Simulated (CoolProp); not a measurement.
Properties of CH2F2 (R32) along the isotherm 113.45 °C (Tc = 78.1 °C, pc = 5783 kPa, ω = 0.277).

Model: reference Helmholtz-energy equation of state, Tillner-Roth 1997, in CoolProp.

```tsv
p (kPa)	phase	density (kg/m³)	Joule-Thomson coefficient (K/MPa)	isothermal compressibility (1/MPa)	expansivity (1/kK)	viscosity (µPa s)
222	gas	3.632	11.02	4.553	2.688	17.2
445	gas	7.359	…	2.297	2.795	17.2
667	gas	11.15	10.94	1.550	2.906	17.2
890	gas	15.05	10.90	1.175	3.023	17.3
1110	gas	18.99	10.86	0.9534	3.145	17.3
1330	gas	23.02	10.82	0.8055	3.272	17.3
1560	gas	27.34	10.77	0.6959	3.413	17.3
1780	gas	31.58	10.73	0.6179	3.554	17.3
2000	gas	35.93	10.68	0.5573	3.704	17.4
2220	gas	40.39	10.64	0.5091	3.862	17.4
2450	gas	45.19	10.59	0.4683	4.037	17.5
2670	gas	49.91	10.54	…	4.214	17.5
2890	gas	54.77	10.49	0.4092	…	17.6
```

### Question
Fill in the missing entries.

### Answer

- 445, Joule-Thomson coefficient (K/MPa): 10.98
- 2670, isothermal compressibility (1/MPa): 0.4361
- 2890, expansivity (1/kK): 4.403

Viscosity comes from a separate model (Bell 2016), an estimate that may be off by 10 % or more.
